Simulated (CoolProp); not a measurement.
n-perfluorohexane along the isotherm 176.85 °C: density (kg/m³) from the reference equation and from simpler models built on Tc = 174.9 °C, pc = 1742 kPa, ω = 0.497; each cubic takes its own stable root.

Model: reference Helmholtz-energy equation of state, Gao 2022, in CoolProp.

```csv
p (kPa),phase,reference,ideal gas,Soave-Redlich-Kwong,Peng-Robinson
13.8,gas,1.250,1.247,1.250,1.251
28.3,gas,2.571,2.557,2.571,2.573
58.1,gas,5.311,5.249,5.309,5.316
119,gas,11.02,10.75,11.01,11.04
245,gas,23.31,22.14,23.27,23.40
503,gas,50.93,45.45,50.69,51.30
1030,gas,123.6,93.06,121.4,124.8
2120,supercritical,942.5,191.5,712.7,785.5
4350,supercritical,1147,393.0,950.0,1056
```
